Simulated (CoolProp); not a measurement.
Computed with CoolProp (reference Helmholtz-energy equation of state, Gao 2016).

For sulfur dioxide, give the phase and the density (kg/m³), cv (kJ/(kg K)), isothermal compressibility (1/MPa), fugacity coefficient at 410.2 K and 350 bar; 422.6 K and 350 bar.


- 410.2 K and 350 bar: liquid; density 1150, cv 0.759, isothermal compressibility 0.00333, fugacity coefficient 0.191
- 422.6 K and 350 bar: liquid; density 1110, cv 0.755, isothermal compressibility 0.00388, fugacity coefficient 0.222
